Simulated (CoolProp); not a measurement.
Saturation properties of n-butane (Tc = 425.1 K, pc = 3796 kPa, ω = 0.201).

The numbers come from the reference Helmholtz-energy equation of state, Bücker 2006 in CoolProp.

```tsv
T (K)	p (kPa)	liquid density (kg/m³)	enthalpy of vaporisation (kJ/kg)
274.4	108.2	599.4	384.2
282.4	144.6	590.7	376.8
290.5	190.5	581.6	369.1
298.6	246.7	572.3	361.0
306.6	313.9	562.9	352.6
314.7	395.1	553.0	343.7
322.8	491.2	542.8	334.2
330.8	602.3	532.3	324.3
338.9	732.8	521.2	313.6
347	883.1	509.6	302.2
355	1053	497.5	290.0
363.1	1248	484.6	276.6
```

It boils at 272.7 K under 1 atm.
